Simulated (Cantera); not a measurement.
Feed: 1 mol Al, 0.16 mol NH3, 3.7 mol N2.

Method: chemical equilibrium by Gibbs-energy minimisation in Cantera with the NASA 1993 tables (ideal gas, pure condensed phases). Candidate condensed phases: Al, AlN; 13 gas species. Kinetics and transport are ignored.

Task: What condenses at these points (T in K, P in Pa): (1973, 10); (1373, 2700); (1073, 45000); (923, 2700); (1673, 2700)?

Result: 
| T (K) | P in Pa | condensed phases | Al condensed (%) |
|---|---|---|---|
| 1973 | 10 | gas only | 0.0 |
| 1373 | 2700 | AlN | 100.0 |
| 1073 | 45000 | AlN | 100.0 |
| 923 | 2700 | AlN | 100.0 |
| 1673 | 2700 | AlN | 100.0 |
